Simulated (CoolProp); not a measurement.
R115 along the isotherm 400.1 K: fugacity coefficient from the reference equation and from simpler models built on Tc = 353.1 K, pc = 3129 kPa, ω = 0.248; each cubic takes its own stable root.

The numbers come from the reference Helmholtz-energy equation of state, Lemmon 2016 in CoolProp.

```json
[
 {"p (kPa)": "522", "phase": "gas", "reference": "0.9644", "Redlich-Kwong": "…", "Soave-Redlich-Kwong": "0.9636", "Peng-Robinson": "0.9583"},
 {"p (kPa)": "1040", "phase": "gas", "reference": "…", "Redlich-Kwong": "0.9231", "Soave-Redlich-Kwong": "0.9282", "Peng-Robinson": "0.9181"},
 {"p (kPa)": "1560", "phase": "gas", "reference": "0.8949", "Redlich-Kwong": "0.8857", "Soave-Redlich-Kwong": "0.8935", "Peng-Robinson": "0.8791"},
 {"p (kPa)": "2090", "phase": "gas", "reference": "0.8600", "Redlich-Kwong": "0.8484", "Soave-Redlich-Kwong": "0.8588", "Peng-Robinson": "0.8407"},
 {"p (kPa)": "2610", "phase": "gas", "reference": "0.8260", "Redlich-Kwong": "0.8124", "Soave-Redlich-Kwong": "0.8255", "Peng-Robinson": "0.8041"},
 {"p (kPa)": "3130", "phase": "supercritical", "reference": "0.7925", "Redlich-Kwong": "0.7771", "Soave-Redlich-Kwong": "0.7929", "Peng-Robinson": "0.7688"},
 {"p (kPa)": "3650", "phase": "supercritical", "reference": "0.7593", "Redlich-Kwong": "…", "Soave-Redlich-Kwong": "0.7611", "Peng-Robinson": "0.7347"},
 {"p (kPa)": "4170", "phase": "supercritical", "reference": "0.7266", "Redlich-Kwong": "0.7083", "Soave-Redlich-Kwong": "0.7301", "Peng-Robinson": "0.7019"},
 {"p (kPa)": "4690", "phase": "supercritical", "reference": "0.6948", "Redlich-Kwong": "0.6751", "Soave-Redlich-Kwong": "0.7001", "Peng-Robinson": "0.6705"},
 {"p (kPa)": "5220", "phase": "supercritical", "reference": "…", "Redlich-Kwong": "0.6427", "Soave-Redlich-Kwong": "0.6709", "Peng-Robinson": "0.6403"},
 {"p (kPa)": "5740", "phase": "supercritical", "reference": "0.6343", "Redlich-Kwong": "0.6131", "Soave-Redlich-Kwong": "0.6439", "Peng-Robinson": "0.6126"},
 {"p (kPa)": "6260", "phase": "supercritical", "reference": "0.6073", "Redlich-Kwong": "…", "Soave-Redlich-Kwong": "0.6190", "Peng-Robinson": "0.5872"},
 {"p (kPa)": "6780", "phase": "supercritical", "reference": "0.5826", "Redlich-Kwong": "0.5624", "Soave-Redlich-Kwong": "0.5963", "Peng-Robinson": "0.5641"},
 {"p (kPa)": "7300", "phase": "supercritical", "reference": "0.5603", "Redlich-Kwong": "0.5412", "Soave-Redlich-Kwong": "0.5759", "Peng-Robinson": "0.5433"},
 {"p (kPa)": "7820", "phase": "supercritical", "reference": "0.5403", "Redlich-Kwong": "0.5224", "Soave-Redlich-Kwong": "0.5576", "Peng-Robinson": "0.5247"}
]
```

### Question
Fill in the missing entries.

### Answer

- 522, Redlich-Kwong: 0.9610
- 1040, reference: 0.9296
- 3650, Redlich-Kwong: 0.7424
- 5220, reference: 0.6634
- 6260, Redlich-Kwong: 0.5863
